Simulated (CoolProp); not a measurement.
Vapour-liquid equilibrium of R22 (1) + R11 (2) at 330.1 K; x and y are mole fractions of (1).

Computed with CoolProp (multi-fluid Helmholtz-energy mixture model, Kamei 1995 and Jacobsen 1992; pair parameters Bell 2016).

Give the bubble pressure and the first vapour's composition at x = 0.275, 0.875, 0.95. Is there an azeotrope?

x = 0.275: 9.026 bar, y = 0.719; x = 0.875: 19.94 bar, y = 0.959; x = 0.95: 21.55 bar, y = 0.983. No azeotrope shows between x = 0.05 and 0.95.

Pair parameters are fitted to limited data, so mixtures are less certain than the pure fluids. The gap from Raoult's law changes sign with composition, which may be real or a fault of the pair parameters; it wasn't checked against measurements.
